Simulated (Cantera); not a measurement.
Feed: 1 mol Si₃N₄, 3.2 mol N₂, equilibrated at 6.20e-5 bar.

Method: chemical equilibrium by Gibbs-energy minimisation in Cantera with the NASA 1993 tables (ideal gas, pure condensed phases). Candidate condensed phases: Si, Si₃N₄; 7 gas species. Kinetics and transport are ignored.

### Question
Which condensed phases are stable at each of these points (T (K)): 1623, 1723, 1823, 1923, 2023, 2123, 2223, 2323, 2423, 2523, 2623, 2723, 2823, 2923?

### Answer
```
T (K)  condensed phases  Si condensed (%)
-----  ----------------  ----------------
1623              Si(s)              99.5
1723              Si(l)              97.1
1823              Si(l)              86.3
1923              Si(l)              32.4
2023           gas only               0.0
2123           gas only               0.0
2223           gas only               0.0
2323           gas only               0.0
2423           gas only               0.0
2523           gas only               0.0
2623           gas only               0.0
2723           gas only               0.0
2823           gas only               0.0
2923           gas only               0.0
```

At 1623 K the condensed part is Si(s). From 1723 K to 1923 K the condensed part is Si(l). From 2023 K to 2923 K nothing is condensed.
